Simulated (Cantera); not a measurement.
Thermodynamics of abatement and gas-phase synthesis, feed HCl + H₂O + N₂

Charge: 1 mol HCl, 0.11 mol H₂O, a varied amount of N₂, held at 3300 K and 0.100 bar.

Equilibrium computed with Cantera from the NASA thermochemical tables; the gas is ideal and each condensed phase is pure. Candidate condensed phases: H₂O, NH₄Cl; 29 gas species. Kinetics and transport are ignored.

From 0.48 mol N₂ to 12 mol N₂ nothing is condensed.

```csv
n(N₂) (mol),x N₂,x Cl,x H,x HCl,x H₂,x O,x OH
0.48,0.200,0.320,0.277,0.0993,0.0577,0.0275,0.00965
0.64,0.249,0.301,0.265,0.0894,0.0527,0.0261,0.00873
0.86,0.307,0.280,0.250,0.0782,0.0468,0.0243,0.00768
1.1,0.359,0.259,0.236,0.0684,0.0416,0.0227,0.00676
1.5,0.430,0.232,0.216,0.0559,0.0348,0.0205,0.00557
2,0.499,0.205,0.195,0.0448,0.0286,0.0183,0.00451
2.7,0.570,0.177,0.173,0.0343,0.0225,0.0159,0.00348
3.6,0.635,0.151,0.152,0.0256,0.0172,0.0137,0.00262
4.9,0.700,0.125,0.129,0.0180,0.0124,0.0114,0.00186
6.5,0.753,0.103,0.109,0.0126,0.00893,0.00949,0.00131
8.7,0.801,0.0837,0.0905,0.00847,0.00614,0.00772,0.000883
12,0.845,0.0652,0.0722,0.00527,0.00391,0.00605,0.000552
```
x: gas mole fraction; nothing condenses.
